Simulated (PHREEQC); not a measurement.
Consider water at 25 °C with 0.0015 mol MgCl2, 0.00083 mol NaHCO3 and 6.8e-05 mol KCl per kg of water. Closed to the air; pH follows from the charge balance.

The numbers come from PHREEQC with the ion-association model, phreeqc.dat.

Each row changes one thing in this solution. This is a speciation only: nothing precipitates in the calculation.

| case | pH | ionic strength (mol/kgw) | HCO3- (mol/kgw) | CO2 (mol/kgw) | CO3-2 (mol/kgw) | NaHCO3 (mol/kgw) | SI of Halite (NaCl) | SI of Sylvite (KCl) |
|---|---|---|---|---|---|---|---|---|
| as made | 8.11 | 0.00537 | 0.000796 | 1.28e-5 | 6.07e-6 | 3.18e-7 | -7.23 | -7.65 |
| temperature from 25 to 35 °C | 8.02 | 0.00536 | 0.000793 | 1.45e-5 | 5.80e-6 | 2.99e-7 | [?] | -7.70 |
| MgCl2 from 0.0015 to 0.00075 mol/kgw | 8.17 | 0.00313 | 0.000803 | 1.15e-5 | 6.64e-6 | 3.32e-7 | [?] | [?] |
| diluted 2-fold with water | 8.14 | 0.00269 | 0.000401 | 6.23e-6 | 3.05e-6 | 8.37e-8 | -7.82 | -8.23 |
| KCl from 6.8e-05 to 0.000136 mol/kgw | 8.11 | 0.00544 | 0.000796 | 1.28e-5 | 6.08e-6 | 3.18e-7 | [?] | -7.34 |
| MgCl2 left out | 8.26 | 0.000905 | 0.000812 | 9.68e-6 | 7.68e-6 | 3.54e-7 | -8.85 | -9.26 |

Q: What belongs in the gaps?

A: 
- temperature from 25 to 35 °C, SI of Halite (NaCl): -7.24
- MgCl2 from 0.0015 to 0.00075 mol/kgw, SI of Halite (NaCl): -7.51
- MgCl2 from 0.0015 to 0.00075 mol/kgw, SI of Sylvite (KCl): -7.93
- KCl from 6.8e-05 to 0.000136 mol/kgw, SI of Halite (NaCl): -7.22
